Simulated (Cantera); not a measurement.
What does this Cantera script print?

```python
import numpy as np
import cantera as ct

gas_names = [...]  # 151 gases of nasa_gas.yaml made of C, H, N, O, Si
cond_names = """
    C(gr) C6H6(L) C7H8(L) C8H18(L),n-octa H2O(s) H2O(L) Si(cr) Si(L) SiC(b) SiO2(Lqz) SiO2(hqz) SiO2(L)
    Si2N2O(s) Si3N4(a)
""".split()


# ... load() reads the species with a 1 bar reference pressure and builds the phases ...
atoms = {
    'TEOS': {'Si': 1, 'C': 8, 'H': 20, 'O': 4},
    'NO': {'N': 1, 'O': 1},
}
top_T = {'C(gr)': 4500, 'SiC(b)': 3050, 'Si2N2O(s)': 2100, 'Si3N4(a)': 2400}  # K; cautious upper limits of use, not melting points


# ... equilibrate(T, P, feed) seeds the gas with the atoms and calls Mixture.equilibrate('TP', solver="vcs", rtol=1e-11, max_steps=5000) ...
results = []
feed = {'TEOS': 1, 'NO': 0.32}  # mol
P = 21  # Pa
for T in [550, 600, 650, 700, 750, 800, 850]:
    mix = equilibrate(T, P, feed)
    results.append((T, P, feed, dict(zip(mix.species_names, mix.species_moles))))

top = {s: max(r[3][s] / sum(r[3][g] for g in gas_names) for r in results) for s in gas_names}
cols = sorted((s for s in top if top[s] > 1e-05), key=lambda s: -top[s])[:9]
seen = [c for c in cond_names if any(r[3].get(c, 0) > 1e-12 for r in results)]
print("log10 of partial pressures in bar; condensed amounts in mol")
print(f"{'T/K':>10s}" + "".join(f"{s[:9]:>10s}" for s in cols + seen))
for T, P, feed, n in results:
    ng = sum(n[g] for g in gas_names)
    print(f"{T:10.4g}" + "".join(f"{np.log10(max(n[s] / ng * P / 1e5, 1e-99)):10.3f}" for s in cols)
          + "".join(f"{n.get(c, 0):10.4g}" for c in seen))
```

Result:

```
log10 of partial pressures in bar; condensed amounts in mol
       T/K        H2        CO       H2O       CO2       CH4        N2     C(gr) SiO2(Lqz) SiO2(hqz)
       550    -3.804    -6.095    -4.526    -5.056    -4.982    -5.479     7.035         1         0
       600    -3.766    -5.339    -4.796    -4.917    -5.557    -5.510     6.992         1         0
       650    -3.760    -4.804    -5.157    -5.008    -6.105    -5.535     6.557         1         0
       700    -3.768    -4.516    -5.653    -5.427    -6.607    -5.557      6.01         1         0
       750    -3.773    -4.430    -6.244    -6.114    -7.042    -5.567     5.754         1         0
       800    -3.774    -4.413    -6.817    -6.831    -7.419    -5.569     5.696         1         0
       850    -3.774    -4.410    -7.335    -7.486    -7.754    -5.570     5.684         0         1
```

Equilibrium computed with Cantera from the NASA thermochemical tables; the gas is ideal and each condensed phase is pure. The feed counts by its element totals alone.
